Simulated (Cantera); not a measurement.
An adiabatic, constant-pressure homogeneous reactor starts with CO : H2 : CH4 : O2 : N2 = 1 : 0.048 : 0.6 : 2.92 : 11 (molar parts), equivalence ratio 0.59, at 1375 K and 0.580 bar. Integrator tolerance rtol = 1e-08.

Computed with Cantera and GRI-Mech 3.0 (53 species, 325 reactions).

What does this change do: pressure from 0.580 bar to 1.00 bar?


```tsv
quantity	before	after
time of steepest temperature rise	2.42 ms	1.64 ms
temperature at 0.200 s	2461 K	2482 K
equilibrium temperature	2461 K	2482 K
x(CO) at 0.200 s	0.0132 (gas-phase equilibrium 0.0132)	0.0115 (gas-phase equilibrium 0.0115)
x(H2) at 0.200 s	0.00176 (gas-phase equilibrium 0.00176)	0.00152 (gas-phase equilibrium 0.00152)
x(CH4) at 0.200 s	<1e-12 (gas-phase equilibrium <1e-12)	<1e-12 (gas-phase equilibrium <1e-12)
x(O2) at 0.200 s	0.0755 (gas-phase equilibrium 0.0755)	0.0748 (gas-phase equilibrium 0.0748)
x(CO2) at 0.200 s	0.0918 (gas-phase equilibrium 0.0918)	0.0936 (gas-phase equilibrium 0.0936)
x(C2H4) at 0.200 s	<1e-12 (gas-phase equilibrium <1e-12)	<1e-12 (gas-phase equilibrium <1e-12)
x(CH3) at 0.200 s	<1e-12 (gas-phase equilibrium <1e-12)	<1e-12 (gas-phase equilibrium <1e-12)
```

What does this change do: initial temperature 1375 to 1400 K?


```csv
quantity,before,after
time of steepest temperature rise,2.42 ms,1.93 ms
temperature at 0.200 s,2461 K,2474 K
equilibrium temperature,2461 K,2474 K
x(CO) at 0.200 s,0.0132 (gas-phase equilibrium 0.0132),0.0140 (gas-phase equilibrium 0.0140)
x(H2) at 0.200 s,0.00176 (gas-phase equilibrium 0.00176),0.00187 (gas-phase equilibrium 0.00187)
x(CH4) at 0.200 s,<1e-12 (gas-phase equilibrium <1e-12),<1e-12 (gas-phase equilibrium <1e-12)
x(O2) at 0.200 s,0.0755 (gas-phase equilibrium 0.0755),0.0755 (gas-phase equilibrium 0.0755)
x(CO2) at 0.200 s,0.0918 (gas-phase equilibrium 0.0918),0.0909 (gas-phase equilibrium 0.0909)
x(C2H4) at 0.200 s,<1e-12 (gas-phase equilibrium <1e-12),<1e-12 (gas-phase equilibrium <1e-12)
x(CH3) at 0.200 s,<1e-12 (gas-phase equilibrium <1e-12),<1e-12 (gas-phase equilibrium <1e-12)
```
